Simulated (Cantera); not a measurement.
Charge: 1 mol PbO, 1.5 mol CO, 0.1 mol N2, at 1575 K and 75.0 Torr.

Cantera equilibrium calculation (NASA polynomials, part measured and part estimated; ideal gas, pure solids and liquids). Candidate condensed phases: C, Pb, PbO, PbO2, Pb3O4; 27 gas species. Gases not in the tables: (PbO)n polymers. Rates play no part.

Base state: CO2 0.383, Pb 0.383, CO 0.194, N2 0.0385, PbO 0.00135, Pb2 0.000198 (mole fractions); condensed: gas only.

Q: What changes in the equilibrium state with this change: temperature from 1575 K to 1373 K?

A: 
```csv
species,before,after
CO2,0.383,0.585
CO,0.194,0.292
Pb,0.383,0.0641
N2,0.0385,0.0585
PbO,0.00135,4.04e-5
Pb2,0.000198,1.11e-5
"Pb(l), mol",0,0.890
```
